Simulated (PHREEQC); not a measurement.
Dissolve 46 mmol/kgw HCl, 0.36 mmol/kgw CuSO4 and 0.17 mmol/kgw CuCl2 at 45 °C. Closed to the air; pH follows from the charge balance.

Equilibrium calculation in PHREEQC: ion-association model, phreeqc.dat.

```
quantity                    before     after
------------------------  --------  --------
pH                            1.41      1.41
ionic strength (mol/kgw)    0.0473    0.0474
Cu+2 (mol/kgw)            0.000459  0.000489
CuCl+ (mol/kgw)            6.81e-5   3.76e-5
CuCl2 (mol/kgw)            1.35e-6   6.52e-7
CuOH+ (mol/kgw)           6.90e-11  7.42e-11
```

Task: What was changed between the two runs?
A. diluted 2-fold with water
B. temperature from 45 to 30 °C
C. CuSO4 left out
D. HCl left out
E. 0.018 mol/kgw NaF added

Result: B, temperature from 45 to 30 °C

This is a speciation only: nothing precipitates in the calculation. At this temperature some constants are extrapolated from 25 °C, and those without enthalpy data are left unchanged.
